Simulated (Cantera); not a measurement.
A closed system holds: 1 mol PbO, 0.025 mol O2, 7.2 mol H2, equilibrated at 1275 K and 15.0 mbar.

Equilibrium computed with Cantera from the NASA thermochemical tables; the gas is ideal and each condensed phase is pure. Candidate condensed phases: H2O, Pb, PbO, PbO2, Pb3O4; 12 gas species. Rates play no part.

Base state: H2 0.750, H2O 0.128, Pb 0.122 (mole fractions); condensed: gas only.

**Question.** What changes in the equilibrium state with this change: temperature from 1275 K to 450 K?

**Answer.** 
| species | before | after |
|---|---|---|
| H2 | 0.750 | 0.854 |
| H2O | 0.128 | 0.146 |
| Pb | 0.122 | <1e-9 |
| Pb(s), mol | 0 | 1.00 |

**Question.** What changes in the equilibrium state with this change: O2 from 0.025 to 0.3 mol?

**Answer.** 
```json
[
 {"species": "H2", "before": "0.750", "after": "0.683"},
 {"species": "H2O", "before": "0.128", "after": "0.195"},
 {"species": "Pb", "before": "0.122", "after": "0.122"}
]
```

**Question.** What changes in the equilibrium state with this change: O2 from 0.025 to 0.17 mol?

**Answer.** 
```
species  before  after
-------  ------  -----
H2        0.750  0.715
H2O       0.128  0.163
Pb        0.122  0.122
```
